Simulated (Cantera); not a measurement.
## Equilibrium for hydrogen reduction and annealing atmospheres: Ta2O5 + H2

Charge: 1 mol Ta2O5, 21 mol H2, equilibrated at 6900 Pa.

Cantera equilibrium calculation (NASA polynomials, part measured and part estimated; ideal gas, pure solids and liquids). Candidate condensed phases: H2O, Ta, Ta2O5; 12 gas species. Mutual solubility and eutectic melting of coexisting phases are not modelled. Condensed phases not in the tables: N, O or C dissolved in the metal. Equilibrium is a limit: real reactors are often held back by kinetics, nucleation or transport.

```
T (K)  log p H2  log p H  log p H2O  log p TaO2  log p TaO   n Ta(s)  n Ta2O5(s)
-----  --------  -------  ---------  ----------  ---------  --------  ----------
1425      -1.16    -5.75      -5.47      -12.16     -12.82  0.000417       1.000
1475      -1.16    -5.47      -5.28      -11.43     -12.09  0.000643       1.000
1525      -1.16    -5.21      -5.10      -10.74     -11.41  0.000962       1.000
1575      -1.16    -4.96      -4.94      -10.10     -10.78   0.00140       0.999
1625      -1.16    -4.73      -4.79       -9.50     -10.18   0.00199       0.999
1675      -1.16    -4.52      -4.64       -8.93      -9.63   0.00276       0.999
1725      -1.16    -4.31      -4.51       -8.40      -9.10   0.00376       0.998
1775      -1.16    -4.12      -4.38       -7.90      -8.61   0.00503       0.997
1825      -1.16    -3.94      -4.27       -7.43      -8.14   0.00661       0.997
1875      -1.16    -3.76      -4.15       -6.99      -7.70   0.00854       0.996
1925      -1.16    -3.60      -4.05       -6.57      -7.28    0.0109       0.995
1975      -1.16    -3.45      -3.95       -6.17      -6.89    0.0137       0.993
```
log p: log10 of the partial pressure in bar; n: condensed amount in mol.

From 1425 K to 1975 K the condensed part is Ta(s) + Ta2O5(s).
